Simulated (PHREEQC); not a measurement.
## Polishing slurry liquid (model solution)

Make-up at 57 °C: 0.0048 mol HNO3 and 0.045 mol H3BO3 per kg of water. Closed to the air; pH follows from the charge balance.

Model: ion-association model, wateq4f.dat, run in PHREEQC.

```yaml
pH: 2.35
ionic_strength: 0.00480 mol/kgw
total_alkalinity: -4.80 meq/kg
```

```json
[
 {"species": "H3BO3", "molality": "0.0450", "activity": "0.0450", "log γ": "0.000"},
 {"species": "H+", "molality": "0.00480", "activity": "0.00447", "log γ": "-0.031"},
 {"species": "NO3-", "molality": "0.00480", "activity": "0.00443", "log γ": "-0.035"},
 {"species": "H2BO3-", "molality": "1.07e-8", "activity": "9.83e-9", "log γ": "-0.036"}
]
```

No solid was allowed to form. Complexes and solids missing from the database can't appear. At this temperature some constants are extrapolated from 25 °C, and those without enthalpy data are left unchanged.
